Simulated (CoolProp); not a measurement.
Vapour-liquid equilibrium of diethyl ether (1) + benzene (2) at 375.7 K; x and y are mole fractions of (1).

Model: multi-fluid Helmholtz-energy mixture model, Thol 2014 and Thol 2012; pair parameters Bell 2016, in CoolProp.

Problem. Give the bubble pressure and the first vapour's composition at x = 0.2, 0.5, 0.8. Is there an azeotrope?

Solution. x = 0.2: 287.5 kPa, y = 0.445; x = 0.5: 432.0 kPa, y = 0.755; x = 0.8: 584.6 kPa, y = 0.922. No azeotrope shows between x = 0.05 and 0.95.

Pair parameters are fitted to limited data, so mixtures are less certain than the pure fluids.
